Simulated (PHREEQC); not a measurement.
3.8 g of hydrous ferric oxide (600 m²/g; 0.2 weak and 0.005 strong sites per Fe, Dzombak-Morel constants, diffuse double layer) in 1 kg of water with 0.3 mol/kgw of an inert sodium salt, at 25 °C; the pH is set by adding NaOH or the inert anion's acid. Oxygen alone is held at its pressure in air (log pO2 = -0.68). The system is closed to CO2. Nothing may precipitate in this run.

Base run: PHREEQC, ion-association model, wateq4f.dat. Each further column changes one thing. The table gives surface charge σ (C/m²).

| pH | base | background salt from 0.3 to 0.03 mol/kgw | oxide from 3.8 to 19 g/kgw | 0.02 mol/kgw CuSO4 added |
|---|---|---|---|---|
| 4 | 0.349 | 0.275 | 0.350 | 0.095 |
| 4.67 | 0.304 | ___ | 0.306 | ___ |
| 6 | 0.154 | 0.075 | 0.155 | 0.221 |
| 6.67 | 0.091 | 0.040 | 0.092 | 0.242 |
| 7.33 | 0.044 | 0.018 | 0.044 | ___ |
| 8.67 | -0.031 | -0.012 | -0.031 | 0.192 |
| 9.33 | -0.074 | -0.032 | -0.075 | 0.126 |
| 10 | -0.132 | ___ | -0.133 | ___ |
| 11.33 | -0.282 | -0.175 | -0.284 | ___ |
| 12 | -0.339 | -0.266 | -0.341 | -0.119 |

### Question
Fill in the missing entries.

### Answer

- 4.67, background salt from 0.3 to 0.03 mol/kgw: 0.197
- 4.67, 0.02 mol/kgw CuSO4 added: 0.115
- 7.33, 0.02 mol/kgw CuSO4 added: 0.245
- 10, background salt from 0.3 to 0.03 mol/kgw: -0.062
- 10, 0.02 mol/kgw CuSO4 added: 0.057
- 11.33, 0.02 mol/kgw CuSO4 added: -0.046

 In at least one series the solution becomes supersaturated in solids that the run did not let form, among them Cu(OH)2, Brochantite, Antlerite. The database's constant for dissolved Cu(OH)2 is higher than later reviews accept.
